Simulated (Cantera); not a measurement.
Predominance diagram of Mg at 1300 K against the partial pressures of O2 and F2 (log10, bar). Cantera with NASA thermochemical tables; ideal gases at 1 bar, condensed phases pure. Candidates: Mg(l), MgF2(s), MgO(s). Only these pure phases compete in this equilibrium. Not in the tables: oxide halides.

```
log p(F2) \ log p(O2)
        columns: -12, -11.1, -10.3, -9.4, -8.6, -7.7, -6.9, -6, -5.1, -4.3, -3.4, -2.6, -1.7, -0.9, 0
      0  A A A A A A A A A A A A A A A
   -2.3  A A A A A A A A A A A A A A A
   -4.6  A A A A A A A A A A A A A A A
   -6.9  A A A A A A A A A A A A A A A
   -9.1  A A A A A A A A A A A A A A A
  -11.4  A A A A A A A A A A A A A A A
  -13.7  A A A A A A A A A A A A A A A
    -16  A A A A A A A A A A A A A A A
  -18.3  A A A A A A A A A A A A A B B
  -20.6  A A A A A A A A B B B B B B B
  -22.9  A A B B B B B B B B B B B B B
  -25.1  B B B B B B B B B B B B B B B
  -27.4  B B B B B B B B B B B B B B B
  -29.7  B B B B B B B B B B B B B B B
    -32  B B B B B B B B B B B B B B B
```

A: MgF2(s); B: MgO(s).
